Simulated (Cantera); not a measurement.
Feed: 1 mol Zr, 0.12 mol N₂O, 0.58 mol N₂, equilibrated at 1975 K and 0.100 bar.

Equilibrium computed with Cantera from the NASA thermochemical tables; the gas is ideal and each condensed phase is pure. Candidate condensed phases: Zr, ZrN, ZrO₂; 13 gas species. Mutual solubility and eutectic melting of coexisting phases are not modelled. ZrN: taken at fixed stoichiometry. Condensed phases not in the tables: solid solutions among these carbides, nitrides and lower oxides. Equilibrium is a limit: real reactors are often held back by kinetics, nucleation or transport.

Base state: N₂ 1.00 (mole fractions); condensed: ZrN(s) + ZrO₂(tetragonal).

Problem. What changes in the equilibrium state with this change: temperature from 1975 K to 2798.15 K?

Solution. 
```tsv
species	before	after
N₂	1.00	0.997
ZrO	2.11e-9	0.00273
ZrO₂	<1e-9	0.000177
Zr	<1e-9	1.74e-5
O	<1e-9	1.12e-5
ZrN(s), mol	0.940	0.940
ZrO₂(tetragonal), mol	0.0600	0
ZrO₂(s), mol	0	0.0596
```
